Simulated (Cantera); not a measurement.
# Low-pressure radical oxidation in H2/O2

An isothermal, constant-pressure homogeneous reactor starts with H2 : O2 = 0.014 : 1 (molar parts), equivalence ratio 0.0070, at 975 K and 1330 Pa.

Computed with Cantera and the H2/O2 subset of GRI-Mech 3.0, which has no nitrogen chemistry. Radical loss at walls, strong at low pressure, is not modelled.

```csv
t (s),x H2,x O2,x HO2,x O,x OH,x H2O,x H2O2
8.00e-6,0.0138,0.986,<1e-12,<1e-12,<1e-12,<1e-12,<1e-12
3.74e-5,0.0138,0.986,2.45e-12,<1e-12,<1e-12,<1e-12,<1e-12
0.000175,0.0138,0.986,1.15e-11,4.64e-12,4.15e-12,<1e-12,<1e-12
0.000818,0.0138,0.986,5.48e-11,6.41e-11,4.21e-11,3.77e-11,<1e-12
0.00383,0.0138,0.986,3.31e-10,3.51e-9,1.77e-9,4.17e-9,<1e-12
0.0179,0.00778,0.982,4.61e-6,0.00315,0.00104,0.00486,1.70e-7
0.0837,3.54e-5,0.984,1.94e-6,0.00228,0.000223,0.0137,2.55e-8
0.391,2.85e-6,0.986,5.66e-7,0.000207,6.40e-5,0.0139,1.91e-8
1.83,1.49e-7,0.986,8.82e-8,1.27e-5,1.60e-5,0.0139,8.56e-9
8.55,9.92e-9,0.986,1.06e-8,1.01e-6,4.55e-6,0.0139,2.14e-9
40.0,1.08e-9,0.986,1.51e-9,1.24e-7,1.60e-6,0.0139,4.35e-10
```
x: mole fraction; the columns are a selection and need not sum to one.

Equilibrium at this temperature and pressure: H2 4.97e-12, O2 0.986, HO2 2.50e-10, O 6.25e-10, OH 1.13e-7, H2O 0.0139, H2O2 3.23e-12 (gas phase only).
